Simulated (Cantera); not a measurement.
An isothermal, constant-pressure homogeneous reactor starts with H2 : O2 = 0.022 : 1 (molar parts), at 1173 K and 2670 Pa.

Computed with Cantera and GRI-Mech 3.0 (53 species, 325 reactions). Radical loss at walls, strong at low pressure, is not modelled.

One state of this run: x H2 = 0.0212; x O2 = 0.978; x H = 4.46e-5; x H2O = 0.000235; x OH = 0.000123; x O = 0.000188; x H2O2 = 1.35e-9. x: mole fraction; the columns are a selection and need not sum to one.

Q: Which value of t (s) does it belong to?
(A) 0.0381
(B) 0.00166
(C) 0.000586
(D) 0.0134

A: B, 0.00166
